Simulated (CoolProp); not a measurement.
Vapour-liquid equilibrium of R125 (1) + propane (2) at 1.72 MPa; x and y are mole fractions of (1).

Model: multi-fluid Helmholtz-energy mixture model, Lemmon 2005 and Lemmon 2009; pair parameters Bell 2016, in CoolProp.

```csv
x,"bubble temperature, mixture model (°C)","bubble temperature, Raoult's law (°C)","y, mixture model","y, Raoult's law"
0.05,44.5,49.1,0.127,0.072
0.2,34.3,46.1,0.356,0.269
0.35,29.9,43.3,0.475,0.442
0.5,27.9,40.8,0.562,0.595
0.65,27.3,38.4,0.647,0.731
0.8,28.3,36.3,0.755,0.854
0.95,31.7,34.3,0.922,0.965
```

The largest gap from Raoult's law is -13.4 K in bubble temperature, at x = 0.35. y crosses x between x = 0.5 and 0.65: the model has an azeotrope there.

Pair parameters are fitted to limited data, so mixtures are less certain than the pure fluids.
